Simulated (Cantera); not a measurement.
Input: 1 mol NF3, a varied amount of SO2, 1.6 mol H2, 0.025 mol O2, held at 798.15 K and 1.33 mbar.

These are equilibrium values from Cantera (NASA tables, ideal gas, pure condensed phases), not measurements of a reactor. Candidate condensed phases: H2O, H2SO4, S; 62 gas species. Gases not in the tables: S3 to S7. The numbers say what is thermodynamically allowed, not how fast it happens.

log p: log10 of the partial pressure in bar; nothing condenses.

```tsv
n(SO2) (mol)	log p HF	log p N2	log p H2O	log p H2	log p H2S
0.0062	-2.95	-3.73	-4.64	___	-5.64
0.0078	-2.95	-3.73	-4.61	___	-5.55
0.01	-2.95	-3.73	-4.59	___	-5.44
0.013	-2.95	-3.73	-4.55	___	-5.36
0.016	-2.95	-3.73	-4.52	___	-5.36
0.021	-2.96	-3.73	-4.48	___	-5.56
0.026	-2.96	-3.73	-4.46	___	-5.75
0.033	-2.96	-3.73	-4.45	___	-5.90
```

Q: What belongs in the gaps?

A: 
- 0.0062, log p H2: -4.93
- 0.0078, log p H2: -5.00
- 0.01, log p H2: -5.12
- 0.013, log p H2: -5.34
- 0.016, log p H2: -5.62
- 0.021, log p H2: -6.05
- 0.026, log p H2: -6.32
- 0.033, log p H2: -6.50
